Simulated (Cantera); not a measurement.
An adiabatic, constant-volume homogeneous reactor starts with CH₄ : H₂ : O₂ : N₂ = 1 : 0.49 : 1.5 : 5.63 (molar parts), equivalence ratio 1.5, at 1100 K and 5.00 bar. Integrator tolerance rtol = 1e-08.

Model: GRI-Mech 3.0 (53 species, 325 reactions), integrated in Cantera.

What does this change do: initial temperature 1100 to 1475 K?


| quantity | before | after |
|---|---|---|
| time of steepest temperature rise | 1.82 ms | 92.1 µs |
| temperature at 0.300 s | 2866 K | 3049 K |
| equilibrium temperature | 2866 K | 3049 K |
| x(CH₄) at 0.300 s | 3.95e-11 (gas-phase equilibrium 4.51e-11) | 1.66e-11 (gas-phase equilibrium 1.92e-11) |
| x(H₂) at 0.300 s | 0.0807 (gas-phase equilibrium 0.0807) | 0.0814 (gas-phase equilibrium 0.0814) |
| x(O₂) at 0.300 s | 0.000294 (gas-phase equilibrium 0.000294) | 0.00114 (gas-phase equilibrium 0.00114) |
| x(C₂H) at 0.300 s | <1e-12 (gas-phase equilibrium <1e-12) | <1e-12 (gas-phase equilibrium <1e-12) |
| x(CH₂CO) at 0.300 s | <1e-12 (gas-phase equilibrium <1e-12) | <1e-12 (gas-phase equilibrium <1e-12) |
Above 3000 K some thermodynamic fits are extrapolated.
